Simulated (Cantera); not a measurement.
An adiabatic, constant-pressure homogeneous reactor starts with 1.61 % C3H8, 20.6 % O2, 77.7 % N2, equivalence ratio 0.39, at 1250 K and 13.8 atm.

Model: GRI-Mech 3.0 (53 species, 325 reactions), integrated in Cantera. GRI-Mech 3.0 was tuned for natural gas; its chemistry of propane as a main component is partial and can be far from experiment. The pressure lies above the range GRI-Mech 3.0 was tuned for (to about 10 atm).

One state of this run: T (K) = 2098; x C3H8 = <1e-12; x O2 = 0.120; x C2H4 = <1e-12; x C2H = <1e-12; x C2H2 = <1e-12; x OH = 0.00116; x CH2CO = <1e-12. x: mole fraction; the columns are a selection and need not sum to one.

Task: Which value of t (s) does it belong to?
(A) 9.53e-6
(B) 3.00e-6
(C) 0.315
(D) 9.62e-5

Result: C, 0.315
